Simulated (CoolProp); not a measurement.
Vapour-liquid equilibrium of dimethyl ether (1) + 1-butene (2) at -79.25 °C; x and y are mole fractions of (1).

The numbers come from the multi-fluid Helmholtz-energy mixture model, Wu 2011 and Lemmon 2005; pair parameters Bell 2016 in CoolProp.

```
x     bubble pressure, mixture model (MPa)  bubble pressure, Raoult's law (MPa)  y, mixture model  y, Raoult's law
----  ------------------------------------  -----------------------------------  ----------------  ---------------
0.05                              0.001876                             0.001759               ___            0.121
0.2                               0.002509                             0.002155             0.473            0.396
0.35                                   ___                             0.002552             0.628            0.586
0.5                               0.003386                             0.002949               ___            0.724
0.65                              0.003700                             0.003346             0.809            0.830
0.8                               0.003967                             0.003742             0.884            0.913
0.95                                   ___                             0.004139             0.967            0.980
```

Q: What belongs in the gaps?

A: 
- 0.05, y, mixture model: 0.175
- 0.35, bubble pressure, mixture model (MPa): 0.003001
- 0.5, y, mixture model: 0.729
- 0.95, bubble pressure, mixture model (MPa): 0.004201

The largest gap from Raoult's law is +17.6 % in bubble pressure, at x = 0.35. No azeotrope shows between x = 0.05 and 0.95.

The pair parameters rest on a limited set of measurements; away from them the model extrapolates.
